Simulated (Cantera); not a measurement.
**Adiabatic ignition**

An adiabatic, constant-volume homogeneous reactor starts with 8.31 % CH4, 0.474 % H2, 19.2 % O2, 72.0 % N2, at 1300 K and 450000 Pa.

Detailed kinetics in Cantera: GRI-Mech 3.0 (53 species, 325 reactions).

```csv
t (s),T (K),P (bar),x CH4,x H2,x O2,x O,x CH2CO,x CO
1.00e-6,1300,4.50,0.0831,0.00474,0.192,1.40e-10,<1e-12,<1e-12
2.70e-6,1300,4.50,0.0831,0.00474,0.192,1.87e-10,<1e-12,<1e-12
7.28e-6,1300,4.50,0.0831,0.00474,0.192,3.18e-10,<1e-12,2.48e-12
1.96e-5,1300,4.50,0.0831,0.00474,0.192,7.44e-10,<1e-12,5.35e-11
5.29e-5,1300,4.50,0.0831,0.00474,0.192,2.61e-9,<1e-12,1.50e-9
0.000143,1300,4.50,0.0831,0.00473,0.192,1.55e-8,5.93e-12,8.84e-8
0.000385,1301,4.50,0.0828,0.00471,0.192,5.00e-8,4.34e-9,7.44e-6
0.00104,1312,4.54,0.0812,0.00474,0.191,1.20e-7,4.67e-7,0.000227
0.00280,2915,10.3,<1e-12,0.00929,0.0272,0.00432,<1e-12,0.0254
0.00756,2915,10.3,<1e-12,0.00929,0.0272,0.00432,<1e-12,0.0254
0.0204,2915,10.3,<1e-12,0.00929,0.0272,0.00432,<1e-12,0.0254
0.0550,2915,10.3,<1e-12,0.00929,0.0272,0.00432,<1e-12,0.0254
0.148,2915,10.3,<1e-12,0.00929,0.0272,0.00432,<1e-12,0.0254
0.400,2915,10.3,<1e-12,0.00929,0.0272,0.00432,<1e-12,0.0254
```
x: mole fraction; the columns are a selection and need not sum to one.

```json
{
  "time_of_steepest_temperature_rise": "1.78 ms",
  "temperature at 0.400 s": "2915 K",
  "equilibrium_temperature": "2915 K",
  "x(CH4) at 0.400 s": "<1e-12 (gas-phase equilibrium <1e-12)",
  "x(H2) at 0.400 s": "0.00929 (gas-phase equilibrium 0.00929)",
  "x(O2) at 0.400 s": "0.0272 (gas-phase equilibrium 0.0272)"
}
```
